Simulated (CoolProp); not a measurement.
Properties of fluorine along the isobar 3.79 MPa (Tc = -128.7 °C, pc = 5.240 MPa, ω = 0.045).

Model: reference Helmholtz-energy equation of state, de Reuck 1990, in CoolProp.

```csv
T (°C),phase,Joule-Thomson coefficient (K/MPa),isothermal compressibility (1/MPa),expansivity (1/kK)
-195.35,liquid,-0.2933,0.001358,4.152
-184.65,liquid,-0.2619,0.001889,4.676
-173.95,liquid,-0.2113,0.002701,5.425
-163.25,liquid,-0.1290,0.004112,6.573
-152.45,liquid,0.02522,0.007189,8.740
-141.75,liquid,0.4018,0.01809,15.03
-131.05,gas,8.107,0.4721,26.41
-120.35,gas,6.909,0.3672,15.34
-109.55,gas,5.992,0.3304,11.45
-98.85,gas,5.268,0.3112,9.361
-88.15,gas,4.671,0.2992,8.015
```
